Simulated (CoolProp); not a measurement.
Vapour-liquid equilibrium of n-butane (1) + cis-2-butene (2) at 314.8 K; x and y are mole fractions of (1).

The numbers come from the multi-fluid Helmholtz-energy mixture model, Bücker 2006 and Lemmon 2005; pair parameters Bell 2016 in CoolProp.

Give the bubble pressure and the first vapour's composition at x = 0.05, 0.45, 0.65. Is there an azeotrope?

x = 0.05: 0.3578 MPa, y = 0.059; x = 0.45: 0.3800 MPa, y = 0.474; x = 0.65: 0.3871 MPa, y = 0.667. No azeotrope shows between x = 0.05 and 0.95.

Pair parameters are fitted to limited data, so mixtures are less certain than the pure fluids.
